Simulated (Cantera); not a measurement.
Input: 1 mol SiH4, 0.62 mol N2, equilibrated at 775 °C and 473 Torr.

Cantera equilibrium calculation (NASA polynomials, part measured and part estimated; ideal gas, pure solids and liquids). Candidate condensed phases: Si, Si3N4; 18 gas species. N2 is the only nitrogen source here; it is nearly inert below about 1500 K, so the nitride shown seldom forms there in practice. Mutual solubility and eutectic melting of coexisting phases are not modelled. Rates play no part.

Q: What is the equilibrium state?

A: 
```json
{
  "x(H2)": "1.00",
  "n(Si(s))": "0.0700 mol",
  "n(Si3N4(s))": "0.310 mol",
  "gas_amount": "2.000 mol"
}
```
